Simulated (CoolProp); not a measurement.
R124 along the isobar 4890 kPa: Z from the reference equation and from simpler models built on Tc = 122.3 °C, pc = 3624 kPa, ω = 0.288; each cubic takes its own stable root.

The numbers come from the reference Helmholtz-energy equation of state, de Vries 1995 in CoolProp.

```tsv
T (°C)	phase	reference
-19.25	liquid	0.2095
-4.85	liquid	0.2038
9.55	liquid	0.1992
23.95	liquid	0.1956
38.35	liquid	0.1932
52.75	liquid	0.1919
67.15	liquid	0.1919
81.55	liquid	0.1938
95.95	liquid	0.1983
110.45	liquid	0.2077
124.85	supercritical	0.2296
139.25	supercritical	0.3277
153.65	supercritical	0.5124
168.05	supercritical	0.6102
182.45	supercritical	0.6754
196.85	supercritical	0.7239
```

Problem. How far does each simpler model (van der Waals, Redlich-Kwong) lie from the reference over these 16 states: mean and median of the absolute difference, and the worst?

Solution. 
- van der Waals: mean 42.3 %, median 55.3 %, worst +62.2 % at -19.25 °C and 4890 kPa
- Redlich-Kwong: mean 12.4 %, median 13.2 %, worst +21.0 % at 124.85 °C and 4890 kPa
